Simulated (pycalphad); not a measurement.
Source of the numbers: pycalphad with the COST 507 light-alloy database (1999); pressure 1 atm. The data set is of 1999 and partly superseded. Phase fractions are per mole of atoms.

Question: Give the equilibrium state of Si-49.71Cu (wt.%) at 1177 °C.

Answer: 
```
T = 1450.00 K, P = 101325 Pa, N = 1 mol of atoms
G = -67929 J/mol, H = 55915 J/mol, S = 85.41 J/(mol K)  (SER reference)
chemical potentials (J/mol): Si -54069, Cu -99661
phase             fraction      x(Si)      x(Cu)
LIQUID              0.8431     0.6394     0.3606
DIAMOND_A4          0.1569     1.0000       none
```

Question: Give the equilibrium state of Si-49.71Cu (wt.%) at 377 °C.

Answer: diamond (Si), fraction 0.600, with no Cu wt.%; CU19SI6_ETA, fraction 0.400, with 87.8 Cu wt.%.

Database names, with the compositions (at.%) that they take in these runs: CU19SI6_ETA: Cu 76 Si 24. DIAMOND_A4 is diamond (Si). An entry "none" or "no" means that the model of the phase leaves that element out.
